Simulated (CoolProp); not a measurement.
Vapour-liquid equilibrium of n-decane (1) + n-dodecane (2) at 435 K; x and y are mole fractions of (1).

Computed with CoolProp (multi-fluid Helmholtz-energy mixture model, Lemmon 2006 and Lemmon 2004; pair parameters Bell 2016).

Give the bubble pressure and the first vapour's composition at x = 0.05, 0.575, 0.725. Is there an azeotrope?

x = 0.05: 0.02495 MPa, y = 0.138; x = 0.575: 0.05161 MPa, y = 0.810; x = 0.725: 0.05929 MPa, y = 0.891. No azeotrope shows between x = 0.05 and 0.95.

The pair parameters rest on a limited set of measurements; away from them the model extrapolates.
